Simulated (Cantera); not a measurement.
## Diamond growth

A diamond (100) surface in a fixed gas of H2 with x(CH4) = 0.011, x(H) = 0.025, x(CH3) = 0.0011, at 973 K; coverages are run to steady state.

Cantera simulation using the Harris–Goodwin 1993 mechanism for the reconstructed diamond (100) surface; the numbers are that mechanism's predictions, not measurements.

```tsv
P (Pa)	growth (µm/h)	θ c6HH	θ c6H*	θ c6*H	θ c6**	θ c6HM
480	2.29	0.601	0.0155	0.342	0.00770	0.0250
760	3.68	0.601	0.0155	0.342	0.00769	0.0253
1200	5.86	0.601	0.0155	0.342	0.00770	0.0256
1900	9.32	0.601	0.0155	0.342	0.00770	0.0257
3100	15.3	0.600	0.0156	0.342	0.00770	0.0258
4900	24.2	0.600	0.0157	0.342	0.00772	0.0259
7700	38.1	0.600	0.0158	0.341	0.00773	0.0259
12000	59.5	0.600	0.0160	0.341	0.00776	0.0260
```
θ: site fractions in the mechanism's names (c6HH fully hydrogenated, c6H* and c6*H radical sites, c6** diradical, c6HM methylated).
